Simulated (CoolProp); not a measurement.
Vapour-liquid equilibrium of R22 (1) + n-hexane (2) at 1.61 bar; x and y are mole fractions of (1).

Model: multi-fluid Helmholtz-energy mixture model, Kamei 1995 and Thol 2019; pair parameters Bell 2016, in CoolProp.

Problem. Give the bubble temperature and the first vapour's composition at x = 0.35, 0.65, 0.75. Is there an azeotrope?

Solution. x = 0.35: -12.6 °C, y = 0.986; x = 0.65: -22.9 °C, y = 0.995; x = 0.75: -25.0 °C, y = 0.996. No azeotrope shows between x = 0.05 and 0.95.

Pair parameters are fitted to limited data, so mixtures are less certain than the pure fluids.
